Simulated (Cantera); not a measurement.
A closed system holds: 1 mol SiH₄, 4 mol NH₃, 44 mol N₂, equilibrated at 1898.15 K and 0.100 bar.

These are equilibrium values from Cantera (NASA tables, ideal gas, pure condensed phases), not measurements of a reactor. Candidate condensed phases: Si, Si₃N₄; 18 gas species. Kinetics and transport are ignored.

Question: What is the equilibrium state?

Answer: 
| Item | Result |
|---|---|
| x(N₂) | 0.850 |
| x(H₂) | 0.149 |
| x(H) | 0.000957 |
| x(Si) | 7.46e-5 |
| x(SiH) | 7.96e-6 |
| x(SiN) | 7.32e-6 |
| x(Si₂N) | 6.43e-6 |
| x(SiH₂) | 5.22e-6 |
| n(Si₃N₄(s)) | 0.331 mol |
| gas amount | 53.37 mol |
| log10 activity of Si(l) (absent) | -0.22 |
